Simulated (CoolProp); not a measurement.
Vapour-liquid equilibrium of propylene (1) + R134a (2) at 32.9 kPa; x and y are mole fractions of (1).

Values from CoolProp's multi-fluid Helmholtz-energy mixture model, Lemmon 2013 and Tillner-Roth 1994; pair parameters Bell 2016.

```csv
x,bubble temperature (°C),y at the bubble point,dew temperature at overall composition x (°C),liquid density (mol/L)
0.05,-55.3,0.374,-48.9,14.31
0.15,-63.2,0.653,-50.7,14.51
0.25,-66.6,0.744,-52.6,14.59
0.35,-68.2,0.781,-54.7,14.64
0.45,-68.9,0.799,-57.1,14.67
0.55,-69.2,0.810,-59.9,14.71
0.65,-69.5,0.821,-63.1,14.77
0.75,-69.7,0.838,-66.9,14.85
0.85,-69.9,0.871,-69.8,14.95
0.95,-69.9,0.939,-69.9,15.07
```

y crosses x between x = 0.85 and 0.95: the model has an azeotrope there.

The pair parameters rest on a limited set of measurements; away from them the model extrapolates. With so large a gap from Raoult's law the liquid may split in two, which this calculation doesn't test in full.
